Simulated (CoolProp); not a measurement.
Values from CoolProp's reference Helmholtz-energy equation of state, Lemmon 2006. It is a short technical equation, of lower accuracy than the large ones.

For toluene, give the phase and the cv (kJ/(kg K)), conductivity (mW/(m K)), Prandtl number at 613.1 K and 193 bar.


- 613.1 K and 193 bar: supercritical; cv 2.17, conductivity 88.1, Prandtl number 2.68

Viscosity comes from a separate model (Avgeri 2015). Thermal conductivity comes from a separate model (Assael 2012).
